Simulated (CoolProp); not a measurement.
The fluid at 293.15 K and 0.869 MPa flows at 0.087 m/s in a round tube of 4.6 mm bore and 1.5 µm roughness, fully developed (64/Re and Nu = 3.66 if laminar; Colebrook and Gnielinski if turbulent). The same conditions are run with several fluids, on thermodynamics alone (safety and materials aside).

Computed with CoolProp (reference Helmholtz-energy equation of state of each fluid (CH2F2 (R32): Tillner-Roth 1997; methane: Setzmann 1991; R13: Platzer 1990; ethane: Bücker 2006; normal hydrogen: Leachman 2009)). The equations of Platzer and Polt are older, rougher fits.

```
fluid            Reynolds number  Darcy friction factor  pressure drop (Pa/m)  heat-transfer coefficient (W/(m² K))  mass flow (kg/h)
---------------  ---------------  ---------------------  --------------------  ------------------------------------  ----------------
CH2F2 (R32)                  640                 0.1000                  1.74                                  11.4             0.110
methane                      209                  0.307                  1.47                                  27.0            0.0303
R13                         1150                 0.0559                  1.88                                  9.93             0.213
ethane                       491                  0.130                  1.24                                  16.9            0.0601
normal hydrogen             32.5                   1.97                  1.16                                   147           0.00372
```

Transport values come from each fluid's own correlations; those of CH2F2 (R32), R13 are estimates that may be off by 10 % or more.
